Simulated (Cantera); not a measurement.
## Hydrogen reduction and annealing atmospheres: CuO + H2

A closed system holds: 1 mol CuO, 0.36 mol H2, held at 973 K and 21000 Pa.

Equilibrium computed with Cantera from the NASA thermochemical tables; the gas is ideal and each condensed phase is pure. Candidate condensed phases: Cu, CuO, Cu(OH)2, Cu2O, H2O; 12 gas species. The numbers say what is thermodynamically allowed, not how fast it happens.

* **x(H2O)**: 1.000
* **x(O2)**: 0.000252
* **n(CuO(s))**: 0.280 mol
* **n(Cu2O(s))**: 0.360 mol
* **gas amount**: 0.3601 mol
* **log10 activity of Cu(s) (absent)**: -1.55
* **log10 activity of Cu(OH)2(s) (absent)**: -3.79
